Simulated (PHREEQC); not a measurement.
Make-up at 55 °C: 0.0024 mol CdI2 per kg of water. Closed to the air; pH follows from the charge balance.

Computed with PHREEQC (ion-association model, wateq4f.dat).

This is a speciation only: nothing precipitates in the calculation.

**Question.** Order these Cd species by the share of Cd that they hold, largest first: CdI+, CdI2, Cd+2.

**Answer.** Cd+2 (75 %), CdI+ (22 %), CdI2 (3.0 %)

**Question.** Order these I species by the share of I that they hold, largest first: CdI2, I-, CdI+.

**Answer.** I- (86 %), CdI+ (11 %), CdI2 (3.0 %)

The pH is 6.03 and the ionic strength 0.00595 mol/kgw. Species that the database lacks are ignored. At this temperature some constants are extrapolated from 25 °C, and those without enthalpy data are left unchanged.
